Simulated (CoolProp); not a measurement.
Properties of normal hydrogen along the isotherm 41.5 K.

Values from CoolProp's reference Helmholtz-energy equation of state, Leachman 2009.

```csv
p (bar),phase,isothermal compressibility (1/MPa),fugacity coefficient
0.41,gas,24.53,0.9944
0.729,gas,13.86,0.9901
1.3,gas,7.834,0.9824
2.31,gas,4.475,0.9688
4.1,gas,2.594,?
7.29,gas,?,?
13,supercritical,?,?
23.1,supercritical,?,0.7074
41,supercritical,0.1644,0.5482
72.9,supercritical,0.04337,0.4444
130,supercritical,0.01800,?
```

Problem. What belongs in the gaps?

Solution. 
- 4.1, fugacity coefficient: 0.9449
- 7.29, isothermal compressibility (1/MPa): 1.543
- 7.29, fugacity coefficient: 0.9028
- 13, isothermal compressibility (1/MPa): 0.9789
- 13, fugacity coefficient: 0.8296
- 23.1, isothermal compressibility (1/MPa): 0.7003
- 130, fugacity coefficient: 0.4280
